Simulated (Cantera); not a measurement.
Mixture: 2.73 % CH4, 0.117 % C2H6, 3.55 % C3H8, 19.7 % O2, 73.9 % N2, equivalence ratio 1.2, at 1.00 bar, adiabatic and at constant pressure. Ignition delay is the time to a rise of 400 K.

Detailed kinetics in Cantera: GRI-Mech 3.0 (53 species, 325 reactions). GRI-Mech 3.0 was tuned for natural gas; its chemistry of propane as a main component is partial and can be far from experiment.

Question: Predict: delay at 1175 K; delay at 1325 K; delay at 1475 K; delay at 1625 K; delay at 1775 K; apparent activation energy between 1625 and 1775 K.

Answer: 
```
Property                                                 Value
--------------------------------------------------  ----------
delay at 1175 K                                        11.2 ms
delay at 1325 K                                       0.759 ms
delay at 1475 K                                       0.118 ms
delay at 1625 K                                        35.1 µs
delay at 1775 K                                        15.9 µs
apparent activation energy between 1625 and 1775 K  130 kJ/mol
```
